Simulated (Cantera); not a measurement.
An adiabatic, constant-pressure homogeneous reactor starts with CO : H2 : CH4 : O2 : N2 = 1 : 0.037 : 0.043 : 0.851 : 8.51 (molar parts), at 1773 K and 0.987 atm. Integrator tolerance rtol = 1e-08.

Detailed kinetics in Cantera: GRI-Mech 3.0 (53 species, 325 reactions).

What does this change do: N2 8.51 to 5.8 parts?


```json
[
 {"quantity": "time of steepest temperature rise", "before": "54.6 µs", "after": "41.3 µs"},
 {"quantity": "temperature at 3.00 s", "before": "2452 K", "after": "2584 K"},
 {"quantity": "equilibrium temperature", "before": "2452 K", "after": "2584 K"},
 {"quantity": "x(CO) at 3.00 s", "before": "0.0154 (gas-phase equilibrium 0.0154)", "after": "0.0313 (gas-phase equilibrium 0.0313)"},
 {"quantity": "x(H2) at 3.00 s", "before": "0.000304 (gas-phase equilibrium 0.000304)", "after": "0.000592 (gas-phase equilibrium 0.000592)"},
 {"quantity": "x(CH4) at 3.00 s", "before": "<1e-12 (gas-phase equilibrium <1e-12)", "after": "<1e-12 (gas-phase equilibrium <1e-12)"},
 {"quantity": "x(OH) at 3.00 s", "before": "0.00243 (gas-phase equilibrium 0.00243)", "after": "0.00454 (gas-phase equilibrium 0.00454)"},
 {"quantity": "x(CH2O) at 3.00 s", "before": "1.88e-12 (gas-phase equilibrium 1.88e-12)", "after": "7.44e-12 (gas-phase equilibrium 7.44e-12)"},
 {"quantity": "x(HCO) at 3.00 s", "before": "8.38e-10 (gas-phase equilibrium 8.38e-10)", "after": "3.48e-9 (gas-phase equilibrium 3.48e-9)"},
 {"quantity": "x(H) at 3.00 s", "before": "0.000356 (gas-phase equilibrium 0.000356)", "after": "0.000883 (gas-phase equilibrium 0.000883)"}
]
```

What does this change do: CO 1 to 2.2 parts?


```json
[
 {"quantity": "time of steepest temperature rise", "before": "54.6 µs", "after": "47.2 µs"},
 {"quantity": "temperature at 3.00 s", "before": "2452 K", "after": "2617 K"},
 {"quantity": "equilibrium temperature", "before": "2452 K", "after": "2617 K"},
 {"quantity": "x(CO) at 3.00 s", "before": "0.0154 (gas-phase equilibrium 0.0154)", "after": "0.0872 (gas-phase equilibrium 0.0872)"},
 {"quantity": "x(H2) at 3.00 s", "before": "0.000304 (gas-phase equilibrium 0.000304)", "after": "0.000953 (gas-phase equilibrium 0.000953)"},
 {"quantity": "x(CH4) at 3.00 s", "before": "<1e-12 (gas-phase equilibrium <1e-12)", "after": "<1e-12 (gas-phase equilibrium <1e-12)"},
 {"quantity": "x(OH) at 3.00 s", "before": "0.00243 (gas-phase equilibrium 0.00243)", "after": "0.00260 (gas-phase equilibrium 0.00260)"},
 {"quantity": "x(CH2O) at 3.00 s", "before": "1.88e-12 (gas-phase equilibrium 1.88e-12)", "after": "3.33e-11 (gas-phase equilibrium 3.33e-11)"},
 {"quantity": "x(HCO) at 3.00 s", "before": "8.38e-10 (gas-phase equilibrium 8.38e-10)", "after": "1.34e-8 (gas-phase equilibrium 1.34e-8)"},
 {"quantity": "x(H) at 3.00 s", "before": "0.000356 (gas-phase equilibrium 0.000356)", "after": "0.00128 (gas-phase equilibrium 0.00128)"}
]
```

What does this change do: initial temperature 1773 to 1325 K?


```json
[
 {"quantity": "time of steepest temperature rise", "before": "54.6 µs", "after": "0.239 ms"},
 {"quantity": "temperature at 3.00 s", "before": "2452 K", "after": "2149 K"},
 {"quantity": "equilibrium temperature", "before": "2452 K", "after": "2149 K"},
 {"quantity": "x(CO) at 3.00 s", "before": "0.0154 (gas-phase equilibrium 0.0154)", "after": "0.00279 (gas-phase equilibrium 0.00279)"},
 {"quantity": "x(H2) at 3.00 s", "before": "0.000304 (gas-phase equilibrium 0.000304)", "after": "6.36e-5 (gas-phase equilibrium 6.36e-5)"},
 {"quantity": "x(CH4) at 3.00 s", "before": "<1e-12 (gas-phase equilibrium <1e-12)", "after": "<1e-12 (gas-phase equilibrium <1e-12)"},
 {"quantity": "x(OH) at 3.00 s", "before": "0.00243 (gas-phase equilibrium 0.00243)", "after": "0.000809 (gas-phase equilibrium 0.000809)"},
 {"quantity": "x(CH2O) at 3.00 s", "before": "1.88e-12 (gas-phase equilibrium 1.88e-12)", "after": "<1e-12 (gas-phase equilibrium <1e-12)"},
 {"quantity": "x(HCO) at 3.00 s", "before": "8.38e-10 (gas-phase equilibrium 8.38e-10)", "after": "2.43e-11 (gas-phase equilibrium 2.43e-11)"},
 {"quantity": "x(H) at 3.00 s", "before": "0.000356 (gas-phase equilibrium 0.000356)", "after": "3.36e-5 (gas-phase equilibrium 3.36e-5)"}
]
```
